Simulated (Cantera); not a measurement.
Charge: 1 mol HCl, 0.32 mol O₂, at 27.0 mbar.

Equilibrium computed with Cantera from the NASA thermochemical tables; the gas is ideal and each condensed phase is pure. Candidate condensed phases: H₂O; 14 gas species. The numbers say what is thermodynamically allowed, not how fast it happens. All values below are at 3027 °C.

Base state: Cl 0.381, H 0.312, O 0.212, HCl 0.0359, OH 0.0225, H₂ 0.0197, O₂ 0.0145, H₂O 0.00347 (mole fractions); condensed: gas only.

Problem. What changes in the equilibrium state with this change: O₂ from 0.32 to 0.95 mol?

Solution. 
```tsv
species	before	after
O	0.212	0.405
Cl	0.381	0.269
H	0.312	0.214
O₂	0.0145	0.0530
H₂	0.0197	0.00929
HCl	0.0359	0.0174
OH	0.0225	0.0296
Cl₂	1.67e-5	8.34e-6
ClO	6.12e-5	8.26e-5
H₂O	0.00347	0.00313
```

Problem. What changes in the equilibrium state with this change: 0.45 mol NH₃ added?

Solution. 
```
species   before     after
-------  -------  --------
H          0.312     0.469
Cl         0.381     0.232
O          0.212     0.130
N₂             0    0.0580
O₂        0.0145   0.00546
H₂        0.0197    0.0445
HCl       0.0359    0.0328
OH        0.0225    0.0208
NO             0   0.00291
N              0  0.000119
Cl₂      1.67e-5   6.20e-6
```
Further candidate phases: NH₄Cl.
